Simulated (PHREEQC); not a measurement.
Dissolve 1.3 mol/kgw LiCl, 0.049 mol/kgw Na2SO4 and 1.2 mol/kgw KBr at 25 °C. Closed to the air; pH follows from the charge balance.

Computed with PHREEQC (Pitzer model, pitzer.dat).

**Question.** The ionic strength comes out as 2.65 mol/kgw. What activity coefficients do Na+, Cl-, SO4-2, Br-, K+ get?

**Answer.** Na+ 0.95, Cl- 0.57, SO4-2 0.025, Br- 0.61, K+ 0.78. Single-ion values are on the MacInnes scale.

This is a speciation only: nothing precipitates in the calculation.
